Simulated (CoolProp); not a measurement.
Vapour-liquid equilibrium of R143a (1) + R236FA (2) at 225.8 K; x and y are mole fractions of (1).

Values from CoolProp's multi-fluid Helmholtz-energy mixture model, Lemmon and Jacobsen 2000 and Pan 2012; pair parameters Bell 2016.

```tsv
x	bubble pressure (MPa)	y at the bubble point	dew pressure at overall composition x (MPa)	liquid density (mol/L)
0.05	0.01319	0.334	0.009645	10.54
0.2	0.02573	0.710	0.01124	10.99
0.35	0.03903	0.844	0.01346	11.47
0.5	0.05287	0.911	0.01680	11.97
0.65	0.06709	0.951	0.02232	12.51
0.8	0.08149	0.977	0.03334	13.07
0.95	0.09597	0.995	0.06655	13.68
```

No azeotrope shows between x = 0.05 and 0.95.

Pair parameters are fitted to limited data, so mixtures are less certain than the pure fluids.
